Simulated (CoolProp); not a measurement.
Values from CoolProp's reference Helmholtz-energy equation of state, Aleksandrov 2011. It is a short technical equation, of lower accuracy than the large ones.

Task: Give the vapour pressure (kPa), liquid density (kg/m³), vapour density (kg/m³), enthalpy of vaporisation (kJ/kg) of saturated n-undecane at 446.4, 499.4, 565.5 K.

Result: 
```csv
T (K),p (kPa),liquid density (kg/m³),vapour density (kg/m³),enthalpy of vaporisation (kJ/kg)
446.4,56.3,619,2.49,279
499.4,203,570,8.58,245
565.5,680,494,30.6,189
```
